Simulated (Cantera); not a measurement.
Feed: 1 mol Si, a varied amount of Cl2, 0.35 mol H2, held at 1023 K and 1 atm.

Points: n(Cl2) (mol) = 0.5, 0.66, 0.83, 0.99, 1.2, 1.3, 1.5, 1.6, 1.8, 2, 2.1.

Cantera's Mixture.equilibrate('TP', solver="vcs", rtol=1e-11, max_steps=5000) on the NASA tables stopped like this:

```
ERROR: FAILURE its = 5001!

*******************************************************************************
CanteraError thrown by MultiPhase::equilibrate:
VCS solver failed. Return code: -1
*******************************************************************************
```

Q: What got this run through?

A: One answer among several that fit: The failure is numerical, not chemical. The same input converged with solver="gibbs", rtol=1e-10, max_steps=50000, and the result passed a check of the equilibrium conditions:
```
log10 of partial pressures in bar; condensed amounts in mol
    n(Cl2)     SiCL4        H2       HCL    SiHCL3     SiCL3   SiH2CL2    Si(cr)
       0.5    -0.464    -0.267    -1.834    -0.970    -2.470    -2.431    0.7348
      0.66    -0.387    -0.331    -1.847    -0.944    -2.412    -2.456    0.6516
      0.83    -0.330    -0.391    -1.863    -0.931    -2.370    -2.488    0.5637
      0.99    -0.291    -0.442    -1.878    -0.927    -2.340    -2.519    0.4811
       1.2    -0.252    -0.502    -1.899    -0.928    -2.311    -2.560    0.3731
       1.3    -0.238    -0.528    -1.908    -0.930    -2.300    -2.579    0.3218
       1.5    -0.213    -0.578    -1.927    -0.936    -2.281    -2.616    0.2193
       1.6    -0.202    -0.601    -1.936    -0.940    -2.274    -2.634    0.1681
       1.8    -0.184    -0.645    -1.953    -0.948    -2.260    -2.669   0.06591
         2    -0.147    -0.647    -1.420    -1.447    -2.758    -3.703         0
       2.1    -0.160    -0.775    -0.833    -2.175    -3.421    -5.145         0
```

The gas is ideal and each condensed phase is pure. The tables' values for SiCl3 are old estimates; treat these amounts as uncertain.
